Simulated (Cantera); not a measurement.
Input: 1 mol Si₃N₄, 0.048 mol O₂, 24 mol N₂, held at 2148 K and 13300 Pa.

Method: chemical equilibrium by Gibbs-energy minimisation in Cantera with the NASA 1993 tables (ideal gas, pure condensed phases). Candidate condensed phases: Si, SiO₂, Si₂N₂O, Si₃N₄; 16 gas species. The tables' values for SiN are old estimates; treat these amounts as uncertain. The numbers say what is thermodynamically allowed, not how fast it happens.

Base state: N₂ 0.994, SiO 0.00367, Si 0.00165, Si₂N 0.000130, SiN 0.000113, Si₂ 2.38e-5 (mole fractions); condensed: Si(l).

What changes in the equilibrium state with this change: O₂ from 0.048 to 0.13 mol?


```csv
species,before,after
N₂,0.994,0.988
SiO,0.00367,0.00988
Si,0.00165,0.00165
Si₂N,0.000130,0.000129
SiN,0.000113,0.000112
Si₂,2.38e-5,2.38e-5
"Si(l), mol",2.85,2.69
```

What changes in the equilibrium state with this change: temperature from 2148 K to 1625 K?


| species | before | after |
|---|---|---|
| N₂ | 0.994 | 1.000 |
| SiO | 0.00367 | 1.61e-5 |
| Si | 0.00165 | 2.78e-8 |
| Si₂N | 0.000130 | <1e-9 |
| Si₂ | 2.38e-5 | <1e-9 |
| SiN | 0.000113 | 7.97e-9 |
| Si(l), mol | 2.85 | 0 |
| Si₂N₂O(s), mol | 0 | 0.0956 |
| Si₃N₄(s), mol | 0 | 0.936 |
Mutual solubility and eutectic melting of coexisting phases are not modelled.
